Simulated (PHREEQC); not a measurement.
Make-up at 25 °C: 0.012 mol/kgw HF and 0.26 mol/kgw NH4HF2. Closed to the air; pH follows from the charge balance.

All values are PHREEQC results (ion-association model, phreeqc.dat), not measurements.

**Question.** The ionic strength comes out as 0.261 mol/kgw. What activity coefficients do HF2-, NH4+, F-, H+ get?

**Answer.** HF2- 0.74, NH4+ 0.65, F- 0.69, H+ 0.79.

This is a speciation only: nothing precipitates in the calculation. Species that the database lacks are ignored.
